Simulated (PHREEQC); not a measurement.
A solution holds 0.00465 mol/kgw CuSO4, 0.19 mol/kgw HBF4 and 0.0087 mol/kgw NaCl, at 10 °C. It is in equilibrium with CO2 at log p = -3.4 (atm). Otherwise closed; pH follows from the charge balance.

Model: ion-association model, wateq4f.dat, run in PHREEQC.

Task: The ionic strength comes out as 0.207 mol/kgw. What activity coefficients do CuCl+, Cu+2, BF2(OH)2-, CuF+, NaSO4- get?

Result: CuCl+ 0.72, Cu+2 0.33, BF2(OH)2- 0.68, CuF+ 0.75, NaSO4- 0.75.

No solid was allowed to form. Constants without temperature data keep their 25 °C values here. Real BF4- forms and hydrolyses slowly; the run takes it at equilibrium.
